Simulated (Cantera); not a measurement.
Feed: 1 mol C, 0.58 mol CO₂, 0.38 mol H₂, equilibrated at 1.00 bar.

Method: chemical equilibrium by Gibbs-energy minimisation in Cantera with the NASA 1993 tables (ideal gas, pure condensed phases). Candidate condensed phases: C, C₆H₆, C₇H₈, C₈H₁₈, H₂O; 110 gas species. Rates play no part.

Q: At 2075 K, list the 4 most abundant gas species with their mole fractions, and the condensed phases.

A: CO 0.753, H₂ 0.246, H 0.00132, C₂H₂ (acetylene) 0.000305. Condensed: C(graphite).
